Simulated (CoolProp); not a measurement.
Vapour pressure (MPa) of ethylene: the reference equation beside estimates from Tc = 282.4 K, pc = 5.042 MPa, ω = 0.087. Clausius-Clapeyron is anchored at 203.5 K with a constant enthalpy of vaporisation of 11.95 kJ/mol.

The numbers come from the reference Helmholtz-energy equation of state, Smukala 2000 in CoolProp.

```
T (K)  reference  Lee-Kesler  Clausius-Clapeyron  van der Waals
-----  ---------  ----------  ------------------  -------------
189.6     0.2900      0.2895              0.3125         0.8148
193.1     0.3396      0.3393              0.3585         0.8966
196.5     0.3935      0.3934              0.4078         0.9811
200       0.4555      0.4556              0.4634          1.073
203.5     0.5244      0.5248              0.5244          1.171
207       0.6007      0.6013              0.5909          1.274
210.4     0.6823      0.6831              0.6610          1.380
213.9     0.7746      0.7756              0.7391          1.495
217.4     0.8756      0.8767              0.8236          1.615
220.9     0.9859      0.9870              0.9145          1.742
224.3      1.102       1.103               1.009          1.871
227.8      1.232       1.233               1.114          2.010
```

Absolute difference from the reference over all 12 rows, mean and median: Lee-Kesler 0.1 and 0.1 %, Clausius-Clapeyron 4.9 and 5.1 %, van der Waals 112.9 and 107.2 %.
